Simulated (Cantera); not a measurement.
An isothermal, constant-pressure homogeneous reactor starts with 10.8 % CH4, 89.2 % H2, at 1900 K and 0.0120 bar.

Cantera simulation using GRI-Mech 3.0 (53 species, 325 reactions); the numbers are that mechanism's predictions, not measurements. GRI-Mech 3.0 stops at C3 and has no aromatics, soot or wall deposition, so with more carbon than oxygen in the feed, carbon stays in small species such as C2H2 where larger ones or solid carbon would form. Radical loss at walls, strong at low pressure, is not modelled.

One state of this run: x CH4 = 0.105; x H2 = 0.892; x C2H = 4.71e-10; x C2H6 = 4.96e-6; x H = 0.000774; x CH2 = 1.48e-6; x CH3 = 0.00180. x: mole fraction; the columns are a selection and need not sum to one.

Which value of t (s) does it belong to?
A. 1.94e-5
B. 0.0244
C. 0.00318
D. 0.00881

C, 0.00318
